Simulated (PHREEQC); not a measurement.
Dissolve 0.8 mmol/kgw HF, 36 mmol/kgw (CH3)4NF, 0.052 mmol/kgw (NH4)2SiF6 and 0.77 mmol/kgw H2SO4 at 25 °C. Closed to the air; pH follows from the charge balance.

Equilibrium calculation in PHREEQC: ion-association model, wateq4f.dat.

### Question
The ionic strength comes out as 0.0370 mol/kgw. What activity coefficients do HF2-, NH4+, SO4-2, HSO4-, SiF6-2 get?

### Answer
HF2- 0.83, NH4+ 0.84, SO4-2 0.50, HSO4- 0.84, SiF6-2 0.50.

Precipitation was switched off in this run. (CH3)4N+ isn't in the database: it is added as a free cation with an ion size of 4 Å. SiF6-2 is the database's only silicon fluoride.
